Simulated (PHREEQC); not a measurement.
A solution holds 0.0025 mol/kgw MnSO4, 0.00032 mol/kgw MgSO4, 0.00083 mol/kgw NaF and 0.00084 mol/kgw Na2SO4, at 37 °C. Closed to the air; pH follows from the charge balance.

All values are PHREEQC results (ion-association model, wateq4f.dat), not measurements.

```yaml
pH: 6.68
ionic_strength: 0.0120 mol/kgw
```

```
species  molality  activity   log γ
-------  --------  --------  ------
SO4-2     0.00301   0.00192  -0.194
Na+       0.00248   0.00222  -0.049
Mn+2      0.00195   0.00127  -0.188
F-       0.000812  0.000723  -0.051
MnSO4    0.000539  0.000540   0.001
Mg+2     0.000223  0.000144  -0.188
MgSO4     8.75e-5   8.77e-5   0.001
NaSO4-    2.57e-5   2.30e-5  -0.048
MgF+      9.52e-6   8.50e-6  -0.049
MnF+      7.08e-6   6.34e-6  -0.048
NaF       9.20e-7   9.22e-7   0.001
MnOH+     4.43e-7   3.96e-7  -0.048
HF        2.84e-7   2.85e-7   0.001
```

Precipitation was switched off in this run. Complexes and solids missing from the database can't appear. Away from 25 °C the constants follow the database's enthalpies or fits; those with neither stay at their 25 °C values.
